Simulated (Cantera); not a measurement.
An adiabatic, constant-volume homogeneous reactor starts with C₃H₈ : O₂ : N₂ = 1 : 3.33 : 12.5 (molar parts), at 950 K and 100000 Pa. Integrator tolerance rtol = 1e-08.

Cantera simulation using GRI-Mech 3.0 (53 species, 325 reactions); the numbers are that mechanism's predictions, not measurements. GRI-Mech 3.0 was tuned for natural gas; its chemistry of propane as a main component is partial and can be far from experiment. Below about 1000 K GRI-Mech 3.0 lacks low-temperature oxidation paths.

**Question.** What does this change do: initial temperature 950 to 1000 K?

**Answer.** 
```json
[
 {"quantity": "time of steepest temperature rise", "before": "1.86 s", "after": "0.576 s"},
 {"quantity": "temperature at 3.00 s", "before": "2764 K", "after": "2787 K"},
 {"quantity": "equilibrium temperature", "before": "2764 K", "after": "2787 K"},
 {"quantity": "x(C₃H₈) at 3.00 s", "before": "<1e-12 (gas-phase equilibrium <1e-12)", "after": "<1e-12 (gas-phase equilibrium <1e-12)"},
 {"quantity": "x(O₂) at 3.00 s", "before": "0.000596 (gas-phase equilibrium 0.000596)", "after": "0.000733 (gas-phase equilibrium 0.000733)"},
 {"quantity": "x(NO) at 3.00 s", "before": "0.00168 (gas-phase equilibrium 0.00168)", "after": "0.00192 (gas-phase equilibrium 0.00192)"},
 {"quantity": "x(C₂H₂) at 3.00 s", "before": "<1e-12 (gas-phase equilibrium <1e-12)", "after": "<1e-12 (gas-phase equilibrium <1e-12)"},
 {"quantity": "x(H₂O₂) at 3.00 s", "before": "7.29e-8 (gas-phase equilibrium 7.29e-8)", "after": "8.18e-8 (gas-phase equilibrium 8.18e-8)"},
 {"quantity": "x(O) at 3.00 s", "before": "0.000626 (gas-phase equilibrium 0.000626)", "after": "0.000778 (gas-phase equilibrium 0.000778)"}
]
```
